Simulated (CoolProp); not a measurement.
Normal hydrogen at 298.15 K and 1.95 MPa flows at 3.6 m/s in a round tube of 100 mm bore and 15 µm roughness, fully developed (64/Re and Nu = 3.66 if laminar; Colebrook and Gnielinski if turbulent). Each further row changes one setting.

Model: reference Helmholtz-energy equation of state, Leachman 2009, in CoolProp.

```json
[
 {"case": "as stated", "Reynolds number": "___", "Darcy friction factor": "0.0204", "pressure drop (Pa/m)": "___", "heat-transfer coefficient (W/(m² K))": "238", "mass flow (kg/h)": "160"},
 {"case": "velocity 7.2 m/s", "Reynolds number": "127000", "Darcy friction factor": "___", "pressure drop (Pa/m)": "7.32", "heat-transfer coefficient (W/(m² K))": "___", "mass flow (kg/h)": "319"},
 {"case": "diameter 200 mm", "Reynolds number": "127000", "Darcy friction factor": "___", "pressure drop (Pa/m)": "0.893", "heat-transfer coefficient (W/(m² K))": "___", "mass flow (kg/h)": "638"}
]
```

Q: Complete the blanks.

A: 
- as stated, Reynolds number: 63300
- as stated, pressure drop (Pa/m): 2.08
- velocity 7.2 m/s, Darcy friction factor: 0.0180
- velocity 7.2 m/s, heat-transfer coefficient (W/(m² K)): 419
- diameter 200 mm, Darcy friction factor: 0.0176
- diameter 200 mm, heat-transfer coefficient (W/(m² K)): 204

Viscosity comes from a separate model (Muzny 2013). Thermal conductivity comes from a separate model (Assael 2011).
